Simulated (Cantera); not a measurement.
Charge: 1 mol Si, 1.5 mol H2O, 2.7 mol N2, equilibrated at 3.60 Pa.

Method: chemical equilibrium by Gibbs-energy minimisation in Cantera with the NASA 1993 tables (ideal gas, pure condensed phases). Candidate condensed phases: H2O, Si, SiO2, Si2N2O, Si3N4; 35 gas species. The tables hold silica as quartz up to 1696 K and as liquid above; real silica turns to tridymite and cristobalite and melts near 1996 K. Rates play no part. All values below are at 1648 K.

Base state: N2 0.568, H2 0.305, SiO 0.112, H 0.00820, H2O 0.00634 (mole fractions); condensed: SiO2(β-quartz).

**Question.** What changes in the equilibrium state with this change: H2O from 1.5 to 0.028 mol?

**Answer.** 
| species | before | after |
|---|---|---|
| N2 | 0.568 | 0.972 |
| SiO | 0.112 | 0.0101 |
| H2 | 0.305 | 0.00936 |
| H2O | 0.00634 | <1e-9 |
| Si | 3.24e-9 | 0.00716 |
| SiO2(β-quartz), mol | 0.470 | 0 |
| Si(s), mol | 0 | 0.952 |
The tables' values for SiN are old estimates; treat these amounts as uncertain.

**Question.** What changes in the equilibrium state with this change: Si replaced by SiC?

**Answer.** 
```csv
species,before,after
N2,0.568,0.471
H2,0.305,0.258
CO,0,0.132
SiO,0.112,0.130
H2O,0.00634,1.35e-8
Si,3.24e-9,0.00150
HCN,0,5.62e-5
H,0.00820,0.00754
"SiO2(β-quartz), mol",0.470,0
"SiC(s), mol",0,0.245
```
Further candidate phases: C, C6H6, C7H8, C8H18, SiC.

**Question.** What changes in the equilibrium state with this change: pressure from 3.60 Pa to 100000 Pa?

**Answer.** 
| species | before | after |
|---|---|---|
| N2 | 0.568 | 0.628 |
| H2 | 0.305 | 0.372 |
| H2O | 0.00634 | 0.000326 |
| SiO | 0.112 | 9.51e-5 |
| H | 0.00820 | 5.43e-5 |
| SiO2(β-quartz), mol | 0.470 | 0.666 |
| Si2N2O(s), mol | 0 | 0.167 |
Mutual solubility and eutectic melting of coexisting phases are not modelled.
